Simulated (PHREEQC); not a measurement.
A solution holds 0.0083 mol/kgw TMAH, 0.00034 mol/kgw Na2SiO3 and 0.026 mol/kgw K2CO3, at 25 °C. Closed to the air; pH follows from the charge balance.

The numbers come from PHREEQC with the ion-association model, phreeqc.dat.

| Property | Result |
|---|---|
| pH | 11.84 |
| ionic strength | 0.0864 mol/kgw |
| density | 1.001 g/cm³ |
| total alkalinity | 61.0 meq/kg |

```csv
species,molality,activity,log γ
K+,0.0520,0.0403,-0.111
CO3-2,0.0255,0.0103,-0.394
OH-,0.00901,0.00696,-0.112
(CH3)4N+,0.00830,0.00647,-0.108
Na+,0.000570,0.000452,-0.100
HCO3-,0.000399,0.000318,-0.099
H3SiO4-,0.000310,0.000241,-0.108
NaCO3-,0.000110,8.67e-5,-0.103
H2SiO4-2,2.80e-5,1.13e-5,-0.394
H4SiO4,2.33e-6,2.38e-6,0.009
NaHCO3,7.94e-8,8.10e-8,0.009
CO2,1.02e-9,1.04e-9,0.009
```

No solid was allowed to form. (CH3)4N+ isn't in the database: it is added as a free cation with an ion size of 4 Å.
